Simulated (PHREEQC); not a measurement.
A solution holds 0.0132 mol/kgw CuSO4, 0.069 mol/kgw HCl and 0.00047 mol/kgw H3BO3, at 25 °C. Closed to the air; pH follows from the charge balance.

Equilibrium calculation in PHREEQC: ion-association model, phreeqc.dat.

Q: The ionic strength comes out as 0.0985 mol/kgw. What activity coefficients do H+, Cl-, HSO4-, CuCl+, SO4-2 get?

A: H+ 0.83, Cl- 0.77, HSO4- 0.78, CuCl+ 0.77, SO4-2 0.37.

This is a speciation only: nothing precipitates in the calculation.
